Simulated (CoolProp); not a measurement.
Vapour pressure (kPa) of 1,2-dichloroethane: the reference equation beside estimates from Tc = 288.4 °C, pc = 5226 kPa, ω = 0.269. Clausius-Clapeyron is anchored at 142.55 °C with a constant enthalpy of vaporisation of 28.43 kJ/mol.

The numbers come from the reference Helmholtz-energy equation of state, Thol 2015 in CoolProp.

| T (°C) | reference | Lee-Kesler | Clausius-Clapeyron | van der Waals | Redlich-Kwong | Soave-Redlich-Kwong | Peng-Robinson |
|---|---|---|---|---|---|---|---|
| 93.65 | 137.9 | 136.0 | 160.0 | 728.7 | 247.5 | 136.2 | 137.1 |
| 103.35 | 181.8 | 180.4 | 203.5 | 837.5 | 314.0 | 180.4 | 180.9 |
| 113.15 | 236.6 | 235.9 | 256.2 | 957.8 | 393.7 | 235.8 | 235.5 |
| 122.95 | 303.3 | 303.7 | 318.9 | 1089 | 487.0 | 303.5 | 302.3 |
| 132.75 | 383.6 | 385.5 | 392.8 | 1231 | (withheld) | 385.3 | 382.8 |
| 142.55 | 479.2 | 483.1 | 479.2 | 1385 | 719.9 | 483.1 | 478.9 |
| 152.35 | 591.8 | 598.0 | 579.1 | 1551 | 861.8 | 598.7 | 592.5 |
| 162.15 | 723.3 | 732.3 | 694.0 | 1728 | (withheld) | 734.1 | 725.6 |
| 171.95 | 875.6 | 887.7 | 825.0 | 1919 | (withheld) | 891.3 | 880.2 |
| 181.75 | 1051 | 1066 | 973.6 | 2122 | 1404 | 1072 | 1058 |
| 191.45 | 1249 | 1268 | 1139 | 2336 | 1624 | 1277 | 1260 |
| 201.25 | 1476 | 1499 | 1326 | 2565 | 1870 | 1513 | 1493 |
| 211.05 | 1733 | 1759 | (withheld) | 2808 | (withheld) | (withheld) | 1756 |

Task: Some entries are withheld; supply them.

Result: 
- 132.75, Redlich-Kwong: 595.4
- 162.15, Redlich-Kwong: 1022
- 171.95, Redlich-Kwong: 1202
- 211.05, Clausius-Clapeyron: 1534
- 211.05, Redlich-Kwong: 2140
- 211.05, Soave-Redlich-Kwong: 1779

Absolute difference from the reference over all 13 rows, mean and median: Lee-Kesler 1.0 and 1.2 %, Clausius-Clapeyron 7.2 and 7.4 %, van der Waals 192.9 and 162.1 %, Redlich-Kwong 47.9 and 45.6 %, Soave-Redlich-Kwong 1.3 and 1.2 %, Peng-Robinson 0.5 and 0.5 %.
